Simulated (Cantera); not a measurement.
A closed system holds: 1 mol SiCl4, 1.4 mol HCl, 0.32 mol H2, held at 923 K and 0.330 bar.

These are equilibrium values from Cantera (NASA tables, ideal gas, pure condensed phases), not measurements of a reactor. Candidate condensed phases: Si; 19 gas species. Equilibrium is a limit: real reactors are often held back by kinetics, nucleation or transport.

Base state: HCl 0.515, SiCl4 0.367, H2 0.117, SiHCl3 0.000298 (mole fractions); condensed: gas only.

Q: What changes in the equilibrium state with this change: SiCl4 replaced by Si?

A: 
| species | before | after |
|---|---|---|
| H2 | 0.117 | 0.717 |
| SiCl4 | 0.367 | 0.206 |
| SiHCl3 | 0.000298 | 0.0661 |
| HCl | 0.515 | 0.00797 |
| SiH2Cl2 | 2.37e-8 | 0.00207 |
| SiH3Cl | <1e-9 | 1.61e-5 |
| SiCl2 | 8.90e-9 | 0.000127 |
| SiCl3 | 9.01e-6 | 0.000807 |
| Si(s), mol | 0 | 0.629 |
The tables' values for SiCl3 are old estimates; treat these amounts as uncertain.
